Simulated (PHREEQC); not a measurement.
Consider water at 75 °C with 0.24 mol/kgw NH4Cl. Closed to the air; pH follows from the charge balance.

The numbers come from PHREEQC with the ion-association model, phreeqc.dat.

```
quantity                  before  after
------------------------  ------  -----
pH                          4.45   4.87
ionic strength (mol/kgw)   0.240  0.240
```

### Question
Which change was made?
(A) diluted 10-fold with water
(B) NH4Cl replaced by FeCl2 at the same molality
(C) temperature from 75 to 40 °C
(D) NH4Cl from 0.24 to 0.048 mol/kgw
(E) diluted 2-fold with water

### Answer
C, temperature from 75 to 40 °C

Precipitation was switched off in this run. At this temperature some constants are extrapolated from 25 °C, and those without enthalpy data are left unchanged.
